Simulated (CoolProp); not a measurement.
Vapour-liquid equilibrium of cyclohexane (1) + toluene (2) at 388.8 K; x and y are mole fractions of (1).

Computed with CoolProp (multi-fluid Helmholtz-energy mixture model, Zhou 2014 and Lemmon 2006; pair parameters Bell 2016).

Give the bubble pressure and the first vapour's composition at x = 0.05, 0.35, 0.95. Is there an azeotrope?

x = 0.05: 127.0 kPa, y = 0.123; x = 0.35: 179.4 kPa, y = 0.554; x = 0.95: 254.5 kPa, y = 0.969. No azeotrope shows between x = 0.05 and 0.95.

Pair parameters are fitted to limited data, so mixtures are less certain than the pure fluids.
